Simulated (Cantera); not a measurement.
Charge: 1 mol MgO, 6.6 mol NF3, 3.4 mol N2, at 1550 °C and 5.10 mbar.

These are equilibrium values from Cantera (NASA tables, ideal gas, pure condensed phases), not measurements of a reactor. Candidate condensed phases: Mg, MgF2, MgO; 24 gas species. Equilibrium is a limit: real reactors are often held back by kinetics, nucleation or transport.

Base state: F 0.684, N2 0.257, MgF2 0.0385, O2 0.0187, NO 0.000766, O 0.000289, F2 2.97e-5 (mole fractions); condensed: gas only.

What changes in the equilibrium state with this change: temperature from 1550 °C to 1252 °C?


```
species         before     after
------------  --------  --------
F                0.684     0.699
N2               0.257     0.263
O2              0.0187    0.0195
MgF2            0.0385    0.0176
O             0.000289   1.11e-5
F2             2.97e-5  0.000269
NO            0.000766  0.000243
MgF2(s), mol         0     0.551
```
